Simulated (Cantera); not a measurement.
A closed system holds: 1 mol Si, a varied amount of H2O, 75 mol H2, equilibrated at 1527 °C and 1.00 Pa.

Cantera equilibrium calculation (NASA polynomials, part measured and part estimated; ideal gas, pure solids and liquids). Candidate condensed phases: H2O, Si, SiO2; 18 gas species. The numbers say what is thermodynamically allowed, not how fast it happens.

x: gas mole fraction; nothing condenses.

```json
[
 {"n(H2O) (mol)": "0.36", "x H2": "0.881", "x H": "0.106", "x H2O": "1.95e-9", "x SiO": "0.00446", "x Si": "0.00791", "x OH": "1.56e-11"},
 {"n(H2O) (mol)": "0.53", "x H2": "0.881", "x H": "0.106", "x H2O": "3.92e-9", "x SiO": "0.00656", "x Si": "0.00579", "x OH": "3.12e-11"},
 {"n(H2O) (mol)": "0.77", "x H2": "0.881", "x H": "0.106", "x H2O": "1.16e-8", "x SiO": "0.00950", "x Si": "0.00283", "x OH": "9.26e-11"},
 {"n(H2O) (mol)": "1.1", "x H2": "0.880", "x H": "0.106", "x H2O": "[?]", "x SiO": "0.0123", "x Si": "[?]", "x OH": "[?]"},
 {"n(H2O) (mol)": "1.6", "x H2": "0.875", "x H": "0.106", "x H2O": "[?]", "x SiO": "0.0122", "x Si": "[?]", "x OH": "[?]"},
 {"n(H2O) (mol)": "2.4", "x H2": "0.866", "x H": "0.105", "x H2O": "0.0168", "x SiO": "0.0121", "x Si": "2.45e-9", "x OH": "0.000135"},
 {"n(H2O) (mol)": "3.5", "x H2": "0.854", "x H": "0.105", "x H2O": "0.0295", "x SiO": "0.0119", "x Si": "1.35e-9", "x OH": "0.000239"}
]
```

Task: Fill in the missing entries.

Result: 
- 1.6, x H2O: 0.00726
- 1.6, x Si: 5.77e-9
- 1.6, x OH: 5.80e-5
- 1.1, x H2O: 0.00122
- 1.1, x Si: 3.49e-8
- 1.1, x OH: 9.70e-6
